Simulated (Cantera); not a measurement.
Charge: 1 mol Al, 0.16 mol H2O, 0.055 mol O2, held at 1723 K and 51.0 Torr.

Method: chemical equilibrium by Gibbs-energy minimisation in Cantera with the NASA 1993 tables (ideal gas, pure condensed phases). Candidate condensed phases: Al, Al2O3, H2O; 19 gas species. Mutual solubility and eutectic melting of coexisting phases are not modelled. The numbers say what is thermodynamically allowed, not how fast it happens.

Base state: H2 0.987, Al2O 0.00652, Al 0.00469, H 0.000695, AlH 0.000688 (mole fractions); condensed: Al(l) + Al2O3(s).

### Question
What changes in the equilibrium state with this change: temperature from 1723 K to 800 K?

### Answer
| species | before | after |
|---|---|---|
| H2 | 0.987 | 1.00 |
| Al2O | 0.00652 | <1e-9 |
| Al | 0.00469 | <1e-9 |
| H | 0.000695 | <1e-9 |
| AlH | 0.000688 | <1e-9 |
| Al(l), mol | 0.818 | 0 |
| Al2O3(s), mol | 0.0896 | 0.0900 |
| Al(s), mol | 0 | 0.820 |

### Question
What changes in the equilibrium state with this change: pressure from 51.0 Torr to 750 Torr?

### Answer
```json
[
 {"species": "H2", "before": "0.987", "after": "0.999"},
 {"species": "Al2O", "before": "0.00652", "after": "0.000444"},
 {"species": "Al", "before": "0.00469", "after": "0.000319"},
 {"species": "H", "before": "0.000695", "after": "0.000182"},
 {"species": "AlH", "before": "0.000688", "after": "0.000180"},
 {"species": "Al(l), mol", "before": "0.818", "after": "0.820"},
 {"species": "Al2O3(s), mol", "before": "0.0896", "after": "0.0900"}
]
```
